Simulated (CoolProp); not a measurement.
R1123 along the isobar 5370 kPa: density (kg/m³) from the reference equation and from simpler models built on Tc = 331.7 K, pc = 4549 kPa, ω = 0.243; each cubic takes its own stable root.

Values from CoolProp's reference Helmholtz-energy equation of state, Akasaka 2020.

```csv
T (K),phase,reference,Redlich-Kwong,Soave-Redlich-Kwong,Peng-Robinson
227.1,liquid,1310,1163,1199,1354
242.6,liquid,1261,1113,1151,1300
258.1,liquid,…,1057,1096,1239
273.6,liquid,1148,995.5,1033,1168
289.1,liquid,1082,…,960.4,1085
304.5,liquid,1004,843.0,872.4,982.8
320,liquid,…,737.5,756.0,846.3
335.5,supercritical,699.1,568.5,555.2,607.3
351,supercritical,286.1,293.6,274.7,290.4
366.5,supercritical,224.6,230.8,218.7,229.3
381.9,supercritical,194.6,200.1,190.2,198.3
```

**Question.** Some entries are withheld; supply them.

**Answer.** 
- 258.1, reference: 1207
- 289.1, Redlich-Kwong: 925.3
- 320, reference: 900.1
